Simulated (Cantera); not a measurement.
Feed: 1 mol Pb, 0.11 mol NH3, 69 mol N2, at 1500 °C and 1 atm.

Method: chemical equilibrium by Gibbs-energy minimisation in Cantera with the NASA 1993 tables (ideal gas, pure condensed phases). Candidate condensed phases: Pb; 11 gas species. Rates play no part.

Base state: N2 0.983, Pb 0.0142, H2 0.00234, H 1.37e-5 (mole fractions); condensed: gas only.

What changes in the equilibrium state with this change: temperature from 1500 °C to 1150 °C?


| species | before | after |
|---|---|---|
| N2 | 0.983 | 0.987 |
| Pb | 0.0142 | 0.0111 |
| H2 | 0.00234 | 0.00236 |
| H | 1.37e-5 | 3.20e-7 |
| Pb(l), mol | 0 | 0.225 |

What changes in the equilibrium state with this change: temperature from 1500 °C to 575 °C?


```
species      before    after
----------  -------  -------
N2            0.983    0.998
H2          0.00234  0.00238
Pb           0.0142  2.97e-7
H           1.37e-5    <1e-9
Pb(l), mol        0    1.000
```

What changes in the equilibrium state with this change: NH3 from 0.11 to 1.1 mol?


```csv
species,before,after
N2,0.983,0.963
H2,0.00234,0.0228
Pb,0.0142,0.0138
H,1.37e-5,4.28e-5
```
